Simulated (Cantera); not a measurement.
Mixture: 31.6 % H₂, 14.4 % O₂, 54.0 % N₂, equivalence ratio 1.1, at 140000 Pa, adiabatic and at constant volume. Ignition delay is the time to a rise of 400 K.

Detailed kinetics in Cantera: the H2/O2 subset of GRI-Mech 3.0, which has no nitrogen chemistry.

Problem. At T0 = 1000 K, what is the delay, and which 8 reactions control it most (d ln τ / d ln k, from doubling and halving each rate constant)?

Solution. The delay is 0.651 ms.
```csv
reaction,d ln τ / d ln k,faster rate
H + O2 <=> O + OH,-3.68,shortens it
H + O2 + N2 <=> HO2 + N2,2.49,lengthens it
H + O2 + M <=> HO2 + M,2.32,lengthens it
H + O2 + O2 <=> HO2 + O2,0.81,lengthens it
H + HO2 <=> 2 OH,-0.27,shortens it
H + H2O2 <=> H2 + HO2,-0.15,shortens it
H2 + O <=> H + OH,-0.13,shortens it
H + HO2 <=> H2 + O2,0.06,lengthens it
```
